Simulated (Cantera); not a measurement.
## Gas-phase reforming

An isothermal, constant-pressure homogeneous reactor starts with 50.3 % CH4, 21.6 % CO2, 28.1 % H2, at 1900 K and 1.00 bar.

Computed with Cantera and GRI-Mech 3.0 (53 species, 325 reactions). GRI-Mech 3.0 stops at C3 and has no aromatics, soot or wall deposition, so with more carbon than oxygen in the feed, carbon stays in small species such as C2H2 where larger ones or solid carbon would form.

```
t (s)       x CH4    x CO2   x H2    x H2O    x CH2
--------  -------  -------  -----  -------  -------
7.00e-6     0.500    0.216  0.282  5.58e-5  3.96e-7
6.30e-5     0.460    0.210  0.305  0.00250  4.58e-6
0.000566    0.221    0.142  0.471   0.0330  2.94e-6
0.00509    0.0370   0.0149  0.536    0.120  1.32e-6
0.0458     0.0132  0.00459  0.607   0.0566  5.04e-7
0.412     0.00468  9.72e-5  0.660  0.00106  1.12e-7
3.71      0.00437  1.49e-7  0.661  1.64e-6  1.02e-7
33.4      0.00437  1.49e-7  0.661  1.64e-6  1.02e-7
300       0.00437  1.49e-7  0.661  1.64e-6  1.02e-7
```
x: mole fraction; the columns are a selection and need not sum to one.

Equilibrium at this temperature and pressure: CH4 0.00437, CO2 1.49e-7, H2 0.661, H2O 1.64e-6, CH2 1.02e-7 (gas phase only).
